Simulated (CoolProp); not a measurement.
Vapour-liquid equilibrium of isohexane (1) + n-heptane (2) at 342.2 K; x and y are mole fractions of (1).

Computed with CoolProp (multi-fluid Helmholtz-energy mixture model, Lemmon 2006 and Span 2003; pair parameters Bell 2016).

Task: Give the bubble pressure and the first vapour's composition at x = 0.5, 0.575, 0.725. Is there an azeotrope?

Result: x = 0.5: 0.08522 MPa, y = 0.761; x = 0.575: 0.09223 MPa, y = 0.812; x = 0.725: 0.1065 MPa, y = 0.893. No azeotrope shows between x = 0.05 and 0.95.

Pair parameters are fitted to limited data, so mixtures are less certain than the pure fluids.
